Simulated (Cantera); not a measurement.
An isothermal, constant-pressure homogeneous reactor starts with 0.552 % C2H6, 99.4 % N2, at 1150 K and 0.0132 atm.

Detailed kinetics in Cantera: GRI-Mech 3.0 (53 species, 325 reactions). GRI-Mech 3.0 stops at C3 and has no aromatics, soot or wall deposition, so with more carbon than oxygen in the feed, carbon stays in small species such as C2H2 where larger ones or solid carbon would form. Radical loss at walls, strong at low pressure, is not modelled.

x: mole fraction; the columns are a selection and need not sum to one.

```tsv
t (s)	x C2H6	x H2	x H	x CH4	x CH2	x C2H4	x C2H2
0.000800	0.00552	1.33e-10	2.61e-10	1.12e-9	<1e-12	3.69e-10	<1e-12
0.00229	0.00552	4.47e-9	2.96e-9	9.16e-9	<1e-12	7.34e-9	<1e-12
0.00658	0.00552	1.26e-7	2.76e-8	7.42e-8	8.37e-12	1.53e-7	<1e-12
0.0188	0.00552	3.04e-6	2.21e-7	5.83e-7	1.57e-10	3.27e-6	1.46e-10
0.0540	0.00546	5.17e-5	1.03e-6	4.34e-6	1.70e-9	5.34e-5	3.69e-8
0.155	0.00511	?	?	?	?	?	?
0.444	0.00393	0.00146	2.37e-6	0.000142	6.69e-9	0.00146	3.64e-5
1.27	0.00153	0.00387	3.15e-6	0.000442	4.68e-9	0.00338	0.000354
3.65	?	?	?	0.000666	5.81e-10	0.00351	?
10.5	5.80e-6	0.00733	6.05e-7	0.000681	3.65e-11	0.00260	0.00254
30.0	4.61e-7	0.00798	1.96e-7	0.000682	3.31e-12	0.00195	0.00319
```

Problem. Fill in the missing entries.

Solution. 
- 0.155, x H2: 0.000370
- 0.155, x H: 1.85e-6
- 0.155, x CH4: 3.01e-5
- 0.155, x CH2: 5.63e-9
- 0.155, x C2H4: 0.000380
- 0.155, x C2H2: 2.04e-6
- 3.65, x C2H6: 0.000104
- 3.65, x H2: 0.00625
- 3.65, x H: 2.06e-6
- 3.65, x C2H2: 0.00154
